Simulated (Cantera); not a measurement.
A closed system holds: 1 mol C2F6, 4.4 mol H2, at 10.0 mbar.

Cantera equilibrium calculation (NASA polynomials, part measured and part estimated; ideal gas, pure solids and liquids). Candidate condensed phases: C, C6H6, C7H8, C8H18; 95 gas species. The feed counts by its element totals alone. Rates play no part.

### Question
Which condensed phases are stable at each of these points (T (K)): 798, 998, 1198, 1398, 1598, 1798, 1998, 2198, 2398, 2598, 2798, 2998, 3198?

### Answer
```tsv
T (K)	condensed phases	C condensed (%)
798	C(graphite)	99.8
998	C(graphite)	100.0
1198	C(graphite)	100.0
1398	C(graphite)	100.0
1598	C(graphite)	100.0
1798	C(graphite)	100.0
1998	C(graphite)	99.9
2198	C(graphite)	99.7
2398	C(graphite)	99.2
2598	C(graphite)	98.1
2798	C(graphite)	92.6
2998	C(graphite)	44.8
3198	gas only	0.0
```

From 798 K to 2998 K the condensed part is C(graphite). At 3198 K nothing is condensed.
